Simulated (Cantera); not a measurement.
Input (Python, Cantera):

```python
import numpy as np
import cantera as ct

gas = ct.Solution("gri30.yaml")
gas.TPX = 800, 500000, {'H2': 1, 'O2': 0.294, 'N2': 1.76}
inlet = ct.Reservoir(gas, clone=True)
gas.equilibrate("HP")  # start burning
reactor = ct.IdealGasConstPressureReactor(gas, energy="on", clone=False)
exhaust = ct.Reservoir(gas, clone=True)
tau = [0.068, 0.029, 0.012, 0.0052, 0.0022, 0.00093, 0.00039, 0.00017, 7e-05, 3e-05, 1.3e-05][0]
for a, b in ((inlet, reactor), (reactor, exhaust)):
    ct.MassFlowController(a, b, mdot=lambda t: reactor.mass / tau)
net = ct.ReactorNet([reactor])
show = ['H2', 'O2', 'H2O2', 'H', 'O']

rows = []
print(f"{'tau/s':>10s}{'T/K':>9s}" + "".join(f"{s:>11s}" for s in show))
for tau in [0.068, 0.029, 0.012, 0.0052, 0.0022, 0.00093, 0.00039, 0.00017, 7e-05, 3e-05, 1.3e-05]:
    net.initial_time = 0.0
    net.advance(30 * tau)
    before = gas.X
    net.advance(40 * tau)
    drift = np.max(np.abs(gas.X - before) / (gas.X + 1e-9))
    rows.append([gas.T, *gas[show].X, drift])
    print(f"{tau:10.3e}{gas.T:9.1f}" + "".join(f"{x:11.3e}" for x in gas[show].X))
```

It prints:

```
     tau/s      T/K         H2         O2       H2O2          H          O
 6.800e-02   2214.6  1.486e-01  1.350e-05  3.212e-09  1.382e-03  1.848e-06
 2.900e-02   2212.1  1.485e-01  2.539e-05  5.435e-09  1.706e-03  2.836e-06
 1.200e-02   2207.5  1.482e-01  4.579e-05  1.032e-08  2.311e-03  5.231e-06
 5.200e-03   2200.3  1.478e-01  7.688e-05  1.953e-08  3.257e-03  1.040e-05
 2.200e-03   2188.6  1.472e-01  1.291e-04  3.699e-08  4.769e-03  2.224e-05
 9.300e-04   2170.9  1.463e-01  2.177e-04  6.677e-08  7.049e-03  4.824e-05
 3.900e-04   2144.2  1.449e-01  3.742e-04  1.146e-07  1.044e-02  1.044e-04
 1.700e-04   2107.1  1.431e-01  6.394e-04  1.852e-07  1.505e-02  2.127e-04
 7.000e-05   2050.5  1.408e-01  1.160e-03  3.058e-07  2.186e-02  4.345e-04
 3.000e-05   1976.0  1.383e-01  2.098e-03  5.015e-07  3.036e-02  8.053e-04
 1.300e-05   1879.5  1.366e-01  3.897e-03  8.414e-07  4.025e-02  1.363e-03
```

Cantera simulation using GRI-Mech 3.0 (53 species, 325 reactions); the numbers are that mechanism's predictions, not measurements. The hydrogen kinetics of GRI-Mech 3.0 are dated; newer H2 mechanisms differ, most at raised pressure.
